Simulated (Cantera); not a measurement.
Mixture: H2 : O2 : N2 = 1 : 0.781 : 2.94 (molar parts), equivalence ratio 0.64, at 570000 Pa, adiabatic and at constant pressure. Ignition delay is the time to a rise of 400 K.

Model: GRI-Mech 3.0 (53 species, 325 reactions), integrated in Cantera. The hydrogen kinetics of GRI-Mech 3.0 are dated; newer H2 mechanisms differ, most at raised pressure. Below about 950 K walls govern HO2 and H2O2 in real vessels. Where the delays flatten at high temperature, the 400 K rule measures the pace of heat release, not the induction time.

Question: What does this change do: 0.017 parts H2O added?

Answer: 
| quantity | before | after |
|---|---|---|
| delay at 898 K | 0.212 s | 0.213 s |
| delay at 1098 K | 0.777 ms | 0.846 ms |
| delay at 1298 K | 6.41 µs | 6.53 µs |
| delay at 1498 K | 2.66 µs | 2.68 µs |
| delay at 1698 K | 1.70 µs | 1.70 µs |
